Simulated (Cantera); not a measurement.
A Cantera script and what it prints.

```python
import numpy as np
import cantera as ct

gas_names = [...]  # 139 gases of nasa_gas.yaml made of C, Cu, H, N, O
cond_names = """
    C(gr) C6H6(L) C7H8(L) C8H18(L),n-octa Cu(cr) Cu(L) CuO(s) CuO2H2(s) Cu2O(s) Cu2O(L) H2O(s) H2O(L)
""".split()


# ... load() reads the species with a 1 bar reference pressure and builds the phases ...
atoms = {
    'CuO': {'Cu': 1, 'O': 1},
    'CH4': {'C': 1, 'H': 4},
    'N2': {'N': 2},
}
top_T = {'C(gr)': 4500, 'CuO(s)': 1390}  # K; cautious upper limits of use, not melting points


# ... equilibrate(T, P, feed) seeds the gas with the atoms and calls Mixture.equilibrate('TP', solver="vcs", rtol=1e-11, max_steps=5000) ...
results = []
feed = {'CuO': 1, 'CH4': 4.3, 'N2': 1.8}  # mol
T = 2575  # K
P = 290  # Pa
mix = equilibrate(T, P, feed)
results.append((T, P, feed, dict(zip(mix.species_names, mix.species_moles))))
print(gas.report(threshold=0.001))
for i in range(1, mix.n_phases):
    print(f"{mix.phase(i).name:16s} {mix.phase_moles(i):12.5e} mol")
```

Result:

```
       temperature   2575 K
          pressure   290 Pa
           density   0.00014587 kg/m^3
  mean mol. weight   10.769 kg/kmol
   phase of matter   gas

                          1 kg             1 kmol
                     ---------------   ---------------
          enthalpy        1.5525e+07         1.672e+08  J
   internal energy        1.3537e+07        1.4579e+08  J
           entropy             24048        2.5898e+05  J/K
    Gibbs function       -4.6399e+07       -4.9969e+08  J
 heat capacity c_p              2807             30230  J/K
 heat capacity c_v              2035             21916  J/K

                      mass frac. Y      mole frac. X     chem. pot. / RT
                     ---------------   ---------------   ---------------
                CN          0.002772         0.0011474           -21.281
                CO            0.1693          0.065095           -42.331
    C2H2,acetylene          0.012573         0.0052001           -33.861
                Cu           0.38409          0.065093           -16.001
                 H          0.035805           0.38254           -13.599
               HCN          0.041525          0.016547            -34.88
               HNC         0.0052871         0.0021068            -34.88
                H2           0.06622           0.35374           -27.197
                N2             0.279           0.10726           -35.898
     [ +130 minor]         0.0034234         0.0012744

C(gr)             2.79028e+00 mol
Cu(L)             0.00000e+00 mol
Cu2O(L)           0.00000e+00 mol
```

Equilibrium computed with Cantera from the NASA thermochemical tables; the gas is ideal and each condensed phase is pure.
